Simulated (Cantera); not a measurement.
Input (Python, Cantera) and output of one run.

```python
import numpy as np
import cantera as ct

gas_names = """
    CL CLO CL2 N NO NO2 NO3 N2 N2O O O2 O3 Si SiCL SiCL2 SiCL3 SiCL4 SiN SiO SiO2 Si2 Si2N Si3
""".split()
cond_names = """
    Si(cr) Si(L) SiO2(Lqz) SiO2(hqz) SiO2(L) Si2N2O(s) Si3N4(a)
""".split()


def load(file, names, dense=False):
    # The tables refer to 1 bar. Condensed volumes are neglected.
    table = {s.name: s for s in ct.Species.list_from_file(file)}
    out = []
    for n in names:
        d = dict(table[n].input_data)
        d["thermo"] = dict(d["thermo"], **{"reference-pressure": 1e5})
        if dense:
            d["equation-of-state"] = {"model": "constant-volume", "density": "1e6 g/cm^3"}
        out.append(ct.Species.from_dict(d))
    return out


gas = ct.Solution(thermo="ideal-gas", species=load("nasa_gas.yaml", gas_names))
cond = {s.name: ct.Solution(thermo="fixed-stoichiometry", species=[s], name=s.name)
        for s in load("nasa_condensed.yaml", cond_names, dense=True)}
atoms = {
    'SiCl4': {'Si': 1, 'CL': 4},
    'O3': {'O': 3},
    'NO': {'N': 1, 'O': 1},
}
top_T = {'Si2N2O(s)': 2100, 'Si3N4(a)': 2400}  # K; cautious upper limits of use, not melting points


def equilibrate(T, P, feed):
    n = {}
    for name, mol in feed.items():
        for a, k in atoms[name].items():
            n[a] = n.get(a, 0.0) + k * mol
    gas.TPX = T, P, n
    mass = sum(n.values()) * gas.mean_molecular_weight
    gas.equilibrate("TP")
    valid = [c for c in cond.values() if c.min_temp <= T <= top_T.get(c.name, c.max_temp)]
    mix = ct.Mixture([(gas, mass / gas.mean_molecular_weight)] + [(c, 0.0) for c in valid])
    mix.T, mix.P = T, P
    mix.equilibrate("TP", solver="vcs", rtol=1e-11, max_steps=5000)
    return mix


results = []
feed = {'SiCl4': 1, 'O3': 0.34, 'NO': 1.1}  # mol
P = 1333.22  # Pa
for T in [650, 700, 750, 800, 850, 900, 950, 1000]:
    mix = equilibrate(T, P, feed)
    results.append((T, P, feed, dict(zip(mix.species_names, mix.species_moles))))
    x = sorted(zip(gas.X, gas.species_names), reverse=True)
    print(f"T = {T:g} K  P = {P:g} Pa  gas = {mix.phase_moles(0):.4g} mol")
    print("   x: " + "  ".join(f"{s} {v:.3e}" for v, s in x if v > 1e-06))
    print("   condensed (mol): " + ("  ".join(f"{mix.phase(i).name} {mix.phase_moles(i):.4g}"
          for i in range(1, mix.n_phases) if mix.phase_moles(i) > 1e-12) or "none"))
```

It prints:

```
T = 650 K  P = 1333.22 Pa  gas = 2.61 mol
   x: CL2 7.663e-01  N2 2.107e-01  O2 2.299e-02
   condensed (mol): SiO2(Lqz) 1
T = 700 K  P = 1333.22 Pa  gas = 2.61 mol
   x: CL2 7.663e-01  N2 2.107e-01  O2 2.299e-02  CL 5.011e-06
   condensed (mol): SiO2(Lqz) 1
T = 750 K  P = 1333.22 Pa  gas = 2.61 mol
   x: CL2 7.663e-01  N2 2.107e-01  O2 2.299e-02  CL 2.057e-05
   condensed (mol): SiO2(Lqz) 1
T = 800 K  P = 1333.22 Pa  gas = 2.61 mol
   x: CL2 7.662e-01  N2 2.107e-01  O2 2.299e-02  CL 7.090e-05
   condensed (mol): SiO2(Lqz) 1
T = 850 K  P = 1333.22 Pa  gas = 2.61 mol
   x: CL2 7.661e-01  N2 2.107e-01  O2 2.299e-02  CL 2.116e-04
   condensed (mol): SiO2(hqz) 1
T = 900 K  P = 1333.22 Pa  gas = 2.611 mol
   x: CL2 7.658e-01  N2 2.107e-01  O2 2.298e-02  CL 5.603e-04  NO 1.577e-06
   condensed (mol): SiO2(hqz) 1
T = 950 K  P = 1333.22 Pa  gas = 2.612 mol
   x: CL2 7.651e-01  N2 2.106e-01  O2 2.297e-02  CL 1.340e-03  NO 2.999e-06  CLO 1.682e-06
   condensed (mol): SiO2(hqz) 1
T = 1000 K  P = 1333.22 Pa  gas = 2.614 mol
   x: CL2 7.637e-01  N2 2.104e-01  O2 2.295e-02  CL 2.940e-03  NO 5.344e-06  CLO 3.199e-06
   condensed (mol): SiO2(hqz) 1
```

These are equilibrium values from Cantera (NASA tables, ideal gas, pure condensed phases), not measurements of a reactor.
